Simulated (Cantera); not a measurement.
**N2O furnace oxynitridation**

An isothermal, constant-pressure homogeneous reactor starts with N₂O : H₂ : N₂ = 1 : 0.024 : 3.4 (molar parts), at 1325 K and 1.00 bar.

Computed with Cantera and GRI-Mech 3.0 (53 species, 325 reactions). GRI-Mech 3.0 was tuned for natural gas; its chemistry of N2O as a main component is partial and can be far from experiment. The mechanism lacks the step 2 NO + O2 → 2 NO2, which can matter for NO2 below about 1400 K. The temperature is held fixed by assumption; the heat of reaction is taken as removed at once.

```
t (s)       x N₂O     x H₂      x NO      x O₂     x OH     x H₂O
--------  -------  -------  --------  --------  -------  --------
3.00e-5     0.226  0.00541   2.68e-6   5.39e-6  7.85e-6   1.42e-5
0.000157    0.225  0.00491   3.36e-5   4.15e-5  3.89e-5  0.000484
0.000825    0.221  0.00169  0.000209  0.000325  5.62e-5   0.00370
0.00433     0.215  4.93e-5  0.000763   0.00199  2.46e-5   0.00535
0.0227      0.194  1.20e-7   0.00342    0.0100  2.44e-5   0.00535
0.119       0.118  9.14e-8    0.0126    0.0396  2.32e-5   0.00516
0.624      0.0169  3.15e-8    0.0216    0.0807  1.27e-5   0.00492
3.27      1.43e-5  2.26e-9    0.0221    0.0882  2.53e-6   0.00489
17.2      1.57e-7  2.22e-9    0.0221    0.0882  2.49e-6   0.00489
90.0      1.56e-7  2.22e-9    0.0220    0.0882  2.49e-6   0.00489
```
x: mole fraction; the columns are a selection and need not sum to one.

Equilibrium at this temperature and pressure: N₂O 2.39e-8, H₂ 2.09e-9, NO 0.000342, O₂ 0.0992, OH 2.56e-6, H₂O 0.00488 (gas phase only).
